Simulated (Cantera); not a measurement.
Charge: 1 mol CH₃SiCl₃, 0.039 mol CH₄, 97 mol H₂, held at 2077 °C.

Method: chemical equilibrium by Gibbs-energy minimisation in Cantera with the NASA 1993 tables (ideal gas, pure condensed phases). Candidate condensed phases: C, C₆H₆, C₇H₈, C₈H₁₈, Si, SiC; 109 gas species. The feed counts by its element totals alone. Gases not in the tables: Si₂H₆ and higher silanes. Rates play no part.

Task: Which condensed phases are stable at each of these points (P (Pa)): 100, 400, 1600, 6300, 25000, 100000?

Result: 
```tsv
P (Pa)	condensed phases	Si condensed (%)
100	gas only	0.0
400	gas only	0.0
1600	gas only	0.0
6300	SiC(s)	25.1
25000	SiC(s)	67.8
100000	SiC(s)	82.5
```

From 100 Pa to 1600 Pa nothing is condensed. From 6300 Pa to 100000 Pa the condensed part is SiC(s).
